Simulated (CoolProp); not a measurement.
Vapour-liquid equilibrium of propane (1) + n-pentane (2) at 5.93 kPa; x and y are mole fractions of (1).

Model: multi-fluid Helmholtz-energy mixture model, Lemmon 2009 and Thol 2019; pair parameters Kunz 2012, in CoolProp.

```csv
x,"bubble temperature, mixture model (K)","bubble temperature, Raoult's law (K)","y, mixture model","y, Raoult's law"
0.05,221.5,227.0,0.807,0.713
0.2,200.7,205.7,0.971,0.955
0.35,193.8,196.9,0.987,0.984
0.5,189.8,191.6,0.993,0.993
0.65,187.0,187.9,0.996,0.997
0.8,184.7,185.0,0.998,0.999
0.95,182.7,182.7,1.000,1.000
```

The largest gap from Raoult's law is -5.5 K in bubble temperature, at x = 0.05. No azeotrope shows between x = 0.05 and 0.95.

Pair parameters are fitted to limited data, so mixtures are less certain than the pure fluids.
